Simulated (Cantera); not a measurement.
Feed: 1 mol CH3SiCl3, 0.21 mol CH4, 320 mol H2, equilibrated at 2002 °C and 133 Pa.

Equilibrium computed with Cantera from the NASA thermochemical tables; the gas is ideal and each condensed phase is pure. Candidate condensed phases: C, C6H6, C7H8, C8H18, Si, SiC; 109 gas species. The feed counts by its element totals alone. Rates play no part.

Task: What is the equilibrium state?

Result: 
```json
{
  "x(H2)": "0.782",
  "x(H)": "0.206",
  "x(HCl)": "0.00696",
  "x(Si)": "0.00255",
  "x(C2H2 (acetylene))": "0.00148",
  "x(Cl)": "0.00132",
  "x(SiC2)": "0.000161",
  "x(SiH)": "3.17e-5",
  "x(C2H)": "1.65e-5",
  "gas_amount": "361.9 mol",
  "log10 activity of C(graphite) (absent)": "-0.15",
  "log10 activity of Si(l) (absent)": "-2.34"
}
```
